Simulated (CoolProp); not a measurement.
Model: reference Helmholtz-energy equation of state, Bücker 2006, in CoolProp.

For n-butane, give the phase and the isothermal compressibility (1/MPa), expansivity (1/kK), viscosity (µPa s), conductivity (mW/(m K)) at 319.8 K and 5.2 MPa; 347.7 K and 5.2 MPa; 403.6 K and 5.2 MPa.


- 319.8 K and 5.2 MPa: liquid; isothermal compressibility 0.00350, expansivity 2.09, viscosity 139, conductivity 100
- 347.7 K and 5.2 MPa: liquid; isothermal compressibility 0.00538, expansivity 2.52, viscosity 109, conductivity 90.6
- 403.6 K and 5.2 MPa: liquid; isothermal compressibility 0.0205, expansivity 5.00, viscosity 63.3, conductivity 74.4

Viscosity comes from a separate model (Vogel 1999). Thermal conductivity comes from a separate model (Perkins 2002).
